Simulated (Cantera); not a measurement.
Adiabatic ignition

An adiabatic, constant-volume homogeneous reactor starts with 6.12 % CH₄, 19.8 % O₂, 74.1 % N₂, at 1425 K and 390 Torr.

Detailed kinetics in Cantera: GRI-Mech 3.0 (53 species, 325 reactions).

```
t (s)     T (K)  P (bar)   x CH₄    x O₂    x C₂H₄     x H₂O     x CH₃      x H₂
--------  -----  -------  ------  ------  --------  --------  --------  --------
5.00e-6    1425    0.520  0.0612   0.198    <1e-12   4.60e-9   7.14e-8   4.13e-9
1.08e-5    1425    0.520  0.0612   0.198    <1e-12   1.63e-8   1.64e-7   1.03e-8
2.32e-5    1425    0.520  0.0612   0.198  1.11e-12   4.88e-8   3.71e-7   2.46e-8
5.00e-5    1425    0.520  0.0612   0.198  1.45e-11   1.56e-7   8.51e-7   5.92e-8
0.000108   1425    0.520  0.0612   0.198  1.89e-10   5.90e-7   2.08e-6   1.55e-7
0.000232   1425    0.520  0.0612   0.198   2.90e-9   2.74e-6   5.71e-6   4.97e-7
0.000500   1425    0.520  0.0612   0.198   6.22e-8   1.59e-5   1.92e-5   2.31e-6
0.00108    1425    0.520  0.0611   0.198   2.02e-6  0.000120   7.52e-5   1.81e-5
0.00232    1434    0.523  0.0594   0.197   6.78e-5   0.00134  0.000247  0.000288
0.00500    2648    0.986  <1e-12  0.0727    <1e-12     0.105    <1e-12   0.00463
0.0108     2636    0.981  <1e-12  0.0688    <1e-12     0.106    <1e-12   0.00455
0.0232     2634    0.980  <1e-12  0.0679    <1e-12     0.106    <1e-12   0.00454
0.0500     2634    0.980  <1e-12  0.0679    <1e-12     0.106    <1e-12   0.00454
0.108      2634    0.980  <1e-12  0.0679    <1e-12     0.106    <1e-12   0.00454
0.232      2634    0.980  <1e-12  0.0679    <1e-12     0.106    <1e-12   0.00454
0.500      2634    0.980  <1e-12  0.0679    <1e-12     0.106    <1e-12   0.00454
```
x: mole fraction; the columns are a selection and need not sum to one.

| Quantity | Value |
|---|---|
| time of steepest temperature rise | 3.35 ms |
| temperature at 0.500 s | 2634 K |
| equilibrium temperature | 2634 K |
| x(CH₄) at 0.500 s | <1e-12 (gas-phase equilibrium <1e-12) |
| x(O₂) at 0.500 s | 0.0679 (gas-phase equilibrium 0.0679) |
| x(C₂H₄) at 0.500 s | <1e-12 (gas-phase equilibrium <1e-12) |
